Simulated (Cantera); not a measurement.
Input (Python, Cantera):

```python
import numpy as np
import cantera as ct

gas = ct.Solution("gri30.yaml")
gas.TPX = 600, 410000, {'CH4': 1, 'C2H6': 0.85, 'O2': 5.35, 'N2': 53.5}
inlet = ct.Reservoir(gas, clone=True)
gas.equilibrate("HP")  # start burning
reactor = ct.IdealGasConstPressureReactor(gas, energy="on", clone=False)
exhaust = ct.Reservoir(gas, clone=True)
tau = [0.081, 0.044, 0.024, 0.013, 0.007, 0.0038, 0.002, 0.0011, 0.0006, 0.00033, 0.00018, 9.6e-05][0]
for a, b in ((inlet, reactor), (reactor, exhaust)):
    ct.MassFlowController(a, b, mdot=lambda t: reactor.mass / tau)
net = ct.ReactorNet([reactor])
show = ['CH4', 'C2H6', 'O2', 'H', 'H2']

rows = []
print(f"{'tau/s':>10s}{'T/K':>9s}" + "".join(f"{s:>11s}" for s in show))
for tau in [0.081, 0.044, 0.024, 0.013, 0.007, 0.0038, 0.002, 0.0011, 0.0006, 0.00033, 0.00018, 9.6e-05]:
    net.initial_time = 0.0
    net.advance(30 * tau)
    before = gas.X
    net.advance(40 * tau)
    drift = np.max(np.abs(gas.X - before) / (gas.X + 1e-9))
    rows.append([gas.T, *gas[show].X, drift])
    print(f"{tau:10.3e}{gas.T:9.1f}" + "".join(f"{x:11.3e}" for x in gas[show].X))
```

Result:

```
     tau/s      T/K        CH4       C2H6         O2          H         H2
 8.100e-02   1546.1  6.963e-06  1.389e-06  6.427e-03  1.353e-05  1.568e-04
 4.400e-02   1543.4  1.065e-05  2.118e-06  6.580e-03  2.300e-05  2.259e-04
 2.400e-02   1539.6  1.653e-05  3.232e-06  6.805e-03  3.814e-05  3.212e-04
 1.300e-02   1534.0  2.646e-05  5.013e-06  7.141e-03  6.170e-05  4.526e-04
 7.000e-03   1525.8  4.434e-05  8.004e-06  7.656e-03  9.593e-05  6.314e-04
 3.800e-03   1513.2  7.929e-05  1.341e-05  8.479e-03  1.387e-04  8.712e-04
 2.000e-03   1486.7  1.832e-04  2.814e-05  1.032e-02  1.730e-04  1.276e-03
 1.100e-03    600.0  1.647e-02  1.400e-02  8.814e-02  6.628e-28 -5.369e-16
 6.000e-04    600.0  1.647e-02  1.400e-02  8.814e-02  3.814e-28  1.224e-18
 3.300e-04    600.0  1.647e-02  1.400e-02  8.814e-02  2.249e-28  2.459e-20
 1.800e-04    600.0  1.647e-02  1.400e-02  8.814e-02  1.350e-28  1.278e-21
 9.600e-05    600.0  1.647e-02  1.400e-02  8.814e-02  8.151e-29  7.721e-23
```

Computed with Cantera and GRI-Mech 3.0 (53 species, 325 reactions).
